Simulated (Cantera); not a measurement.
Feed: 1 mol Si₂H₆, 0.12 mol H₂O, 0.13 mol H₂, at 1600 °C and 13300 Pa.

These are equilibrium values from Cantera (NASA tables, ideal gas, pure condensed phases), not measurements of a reactor. The feed counts by its element totals alone. Gases not in the tables: Si₂H₆ and higher silanes. The numbers say what is thermodynamically allowed, not how fast it happens.

```
species      before    after
----------  -------  -------
H₂            0.963    0.804
SiO          0.0356    0.195
H           0.00174  0.00159
H₂O         4.49e-6  2.05e-5
SiH₂        4.73e-5  3.95e-5
SiH         2.21e-5  2.02e-5
Si          6.63e-5  6.63e-5
Si(l), mol     1.88    0.999
```
Gas species are given as mole fractions.

Question: What was changed between the two runs?
(A) pressure from 13300 Pa to 1000 Pa
(B) pressure from 13300 Pa to 6.10 Pa
(C) temperature from 1600 °C to 1752 °C
(D) H₂O from 0.12 to 1 mol

Answer: D, H₂O from 0.12 to 1 mol
